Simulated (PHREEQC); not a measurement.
A column of 1 m (40 cells, dispersivity 0.05 m, 720 s a shift, diffusion coefficient 3e-10 m²/s) holds 0.019 eq of the database's cation exchanger X per kg of pore water, first in equilibrium with 0.0083 mol/kgw MgSO4, 0.092 mol/kgw MgCl2 and 1e-05 mol/kgw HCl. It is flushed with 9.5 mmol/kgw ZnCl2, 0.86 mmol/kgw KBr, 11 mmol/kgw CdCl2 and 0.01 mmol/kgw HCl, at 40 °C. Values are for the last cell. No CO2 enters from the air. Precipitation was switched off in this run.

Base run: PHREEQC, ion-association model, phreeqc.dat. Each further column changes one thing. The table gives Zn in solution (mol/kgw).

```json
[
 {"pore volumes": "0", "base": "0", "exchange capacity from 0.019 to 0.0095 eq/kgw": "0", "dispersivity from 0.05 to 0.1 m": "0"},
 {"pore volumes": "0.4125", "base": "6.61e-6", "exchange capacity from 0.019 to 0.0095 eq/kgw": "[?]", "dispersivity from 0.05 to 0.1 m": "0.000112"},
 {"pore volumes": "0.9125", "base": "0.00163", "exchange capacity from 0.019 to 0.0095 eq/kgw": "0.00260", "dispersivity from 0.05 to 0.1 m": "0.00251"},
 {"pore volumes": "1.312", "base": "0.00325", "exchange capacity from 0.019 to 0.0095 eq/kgw": "[?]", "dispersivity from 0.05 to 0.1 m": "[?]"},
 {"pore volumes": "1.712", "base": "0.00499", "exchange capacity from 0.019 to 0.0095 eq/kgw": "0.00713", "dispersivity from 0.05 to 0.1 m": "[?]"},
 {"pore volumes": "2.112", "base": "0.00700", "exchange capacity from 0.019 to 0.0095 eq/kgw": "0.00856", "dispersivity from 0.05 to 0.1 m": "[?]"},
 {"pore volumes": "2.612", "base": "0.00863", "exchange capacity from 0.019 to 0.0095 eq/kgw": "[?]", "dispersivity from 0.05 to 0.1 m": "0.00794"},
 {"pore volumes": "3.013", "base": "0.00918", "exchange capacity from 0.019 to 0.0095 eq/kgw": "0.00944", "dispersivity from 0.05 to 0.1 m": "0.00862"}
]
```

**Question.** What belongs in the gaps?

**Answer.** 
- 0.4125, exchange capacity from 0.019 to 0.0095 eq/kgw: 1.24e-5
- 1.312, exchange capacity from 0.019 to 0.0095 eq/kgw: 0.00518
- 1.312, dispersivity from 0.05 to 0.1 m: 0.00417
- 1.712, dispersivity from 0.05 to 0.1 m: 0.00542
- 2.112, dispersivity from 0.05 to 0.1 m: 0.00665
- 2.612, exchange capacity from 0.019 to 0.0095 eq/kgw: 0.00929

Constants without temperature data keep their 25 °C values here.
